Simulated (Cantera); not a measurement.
A closed system holds: 1 mol Si2H6, 0.97 mol CO2, 11 mol H2, held at 1273.15 K.

Cantera equilibrium calculation (NASA polynomials, part measured and part estimated; ideal gas, pure solids and liquids). Candidate condensed phases: C, C6H6, C7H8, C8H18, H2O, Si, SiC, SiO2; 123 gas species. The feed counts by its element totals alone. Mutual solubility and eutectic melting of coexisting phases are not modelled. The tables hold silica as quartz up to 1696 K and as liquid above; real silica turns to tridymite and cristobalite and melts near 1996 K. The numbers say what is thermodynamically allowed, not how fast it happens.

Q: Which condensed phases are stable at each of these points (P (Pa)): 5, 17, 59, 210, 710, 2400, 8400, 29000, 100000?

A: 
```
P (Pa)                 condensed phases  Si condensed (%)
------  -------------------------------  ----------------
5               SiC(s) + SiO2(β-quartz)              74.4
17              SiC(s) + SiO2(β-quartz)              91.0
59      Si(s) + SiC(s) + SiO2(β-quartz)              95.3
210     Si(s) + SiC(s) + SiO2(β-quartz)              98.7
710     Si(s) + SiC(s) + SiO2(β-quartz)              99.6
2400    Si(s) + SiC(s) + SiO2(β-quartz)              99.9
8400    Si(s) + SiC(s) + SiO2(β-quartz)             100.0
29000   Si(s) + SiC(s) + SiO2(β-quartz)             100.0
100000  Si(s) + SiC(s) + SiO2(β-quartz)             100.0
```

From 0.0375 Torr to 0.128 Torr the condensed part is SiC(s) + SiO2(β-quartz). From 0.443 Torr to 750 Torr the condensed part is Si(s) + SiC(s) + SiO2(β-quartz).
